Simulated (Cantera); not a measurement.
# Thermal oxidation and active oxidation of silicon: Si + N2O + N2

A closed system holds: 1 mol Si, 0.028 mol N2O, 48 mol N2, equilibrated at 4.50e-5 bar.

Cantera equilibrium calculation (NASA polynomials, part measured and part estimated; ideal gas, pure solids and liquids). Candidate condensed phases: Si, SiO2, Si2N2O, Si3N4; 16 gas species. The tables' values for SiN are old estimates; treat these amounts as uncertain. Kinetics and transport are ignored.

From 1275 °C to 1375 °C the condensed part is Si(s). At 1425 °C the condensed part is Si(l). From 1475 °C to 1725 °C nothing is condensed. The main Si-bearing gas is Si throughout.

```tsv
T (°C)	x N2	x Si	x SiO	x Si2N	x SiN	x Si2	n Si(s)	n Si(l)
1275	0.999	0.000706	0.000582	7.92e-6	4.99e-6	1.26e-6	0.937	0
1325	0.997	0.00208	0.000581	2.02e-5	1.21e-5	5.12e-6	0.869	0
1375	0.994	0.00572	0.000579	4.87e-5	2.77e-5	1.91e-5	0.687	0
1425	0.985	0.0146	0.000574	0.000107	5.92e-5	6.35e-5	0	0.238
1475	0.980	0.0195	0.000571	6.89e-5	6.71e-5	6.03e-5	0	0
1525	0.980	0.0196	0.000571	2.68e-5	5.81e-5	3.38e-5	0	0
1575	0.980	0.0197	0.000571	1.09e-5	5.05e-5	1.94e-5	0	0
1625	0.980	0.0197	0.000571	4.63e-6	4.41e-5	1.14e-5	0	0
1675	0.980	0.0198	0.000571	2.05e-6	3.88e-5	6.90e-6	0	0
1725	0.980	0.0198	0.000571	9.46e-7	3.44e-5	4.27e-6	0	0
```
x: gas mole fraction; n: condensed amount in mol.
